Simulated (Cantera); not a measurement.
A closed system holds: 1 mol Fe₃O₄, 0.18 mol HCl, 1.3 mol O₂, 0.082 mol Cl₂, held at 7.50 Torr.

These are equilibrium values from Cantera (NASA tables, ideal gas, pure condensed phases), not measurements of a reactor. Candidate condensed phases: Fe, FeCl₂, FeCl₃, FeO, Fe(OH)₂, Fe(OH)₃, Fe₂O₃, Fe₃O₄, H₂O; 22 gas species. The numbers say what is thermodynamically allowed, not how fast it happens.

Question: At 1050 K, list the 6 most abundant gas species with their mole fractions, and the condensed phases.

Answer: O₂ 0.799, HCl 0.127, Cl₂ 0.0659, H₂O 0.00527, Cl 0.00203, FeCl₃ 0.000515. Condensed: Fe₂O₃(s).
